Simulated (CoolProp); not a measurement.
Values from CoolProp's reference Helmholtz-energy equation of state, Lemmon 2013.

Q: For propylene, give the phase and the Z, cv (kJ/(kg K)), speed of sound (m/s), isothermal compressibility (1/MPa) at -101.95 °C and 92.4 kPa; 53.15 °C and 1770 kPa.

A: 
- -101.95 °C and 92.4 kPa: liquid; Z 0.00405, cv 1.34, speed of sound 1540, isothermal compressibility 0.000973
- 53.15 °C and 1770 kPa: gas; Z 0.770, cv 1.58, speed of sound 222, isothermal compressibility 0.787
